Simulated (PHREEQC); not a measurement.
Make-up at 25 °C and 500 atm: 16 mmol/kgw MgCl2, 0.033 mmol/kgw Na2HPO4 and 2.6 mmol/kgw KCl. Closed to the air; pH follows from the charge balance.

Equilibrium calculation in PHREEQC: ion-association model, phreeqc.dat.

Precipitation was switched off in this run.

Order these P species by the share of P that they hold, largest first: MgHPO4, MgPO4-, H2PO4-, HPO4-2, MgH2PO4+.

MgHPO4 (61 %), HPO4-2 (27 %), H2PO4- (6.0 %), MgPO4- (4.3 %), MgH2PO4+ (2.1 %)

The pH is 7.40 and the ionic strength 0.0506 mol/kgw. Complexes and solids missing from the database can't appear. Under pressure, the constants of complexes without a molar volume in the database are unreliable.
